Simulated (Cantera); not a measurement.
A closed system holds: 1 mol Si, 0.036 mol O2, 80 mol N2, equilibrated at 2.70 bar.

Cantera equilibrium calculation (NASA polynomials, part measured and part estimated; ideal gas, pure solids and liquids). Candidate condensed phases: Si, SiO2, Si2N2O, Si3N4; 16 gas species. Mutual solubility and eutectic melting of coexisting phases are not modelled. Kinetics and transport are ignored. All values below are at 1650 K.

Base state: N2 1.000 (mole fractions); condensed: Si2N2O(s) + Si3N4(s).

### Question
What changes in the equilibrium state with this change: pressure from 2.70 bar to 10.0 mbar?

### Answer
```tsv
species	before	after
N2	1.000	0.999
SiO	5.55e-7	0.000906
Si2N2O(s), mol	0.0720	0
Si3N4(s), mol	0.285	0.309
```
